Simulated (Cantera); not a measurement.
A closed system holds: 1 mol Fe2O3, 0.19 mol Cl2, 2.1 mol N2, equilibrated at 1000 K and 43.0 mbar.

Cantera equilibrium calculation (NASA polynomials, part measured and part estimated; ideal gas, pure solids and liquids). Candidate condensed phases: Fe, FeCl2, FeCl3, FeO, Fe2O3, Fe3O4; 19 gas species. Kinetics and transport are ignored.

Problem. What is the equilibrium state?

Solution. 
```
Property                                 Value
-----------------------------------  ---------
x(N2)                                    0.915
x(Cl2)                                  0.0713
x(FeCl3)                               0.00715
x(O2)                                  0.00571
x(Cl)                                 0.000500
x(FeCl2)                              0.000460
x(NO)                                  5.56e-6
x(Fe2Cl6)                              4.32e-6
n(Fe2O3(s))                          0.991 mol
gas amount                           2.295 mol
log10 activity of FeCl2(l) (absent)      -3.01
log10 activity of Fe(α) (absent)        -11.96
```
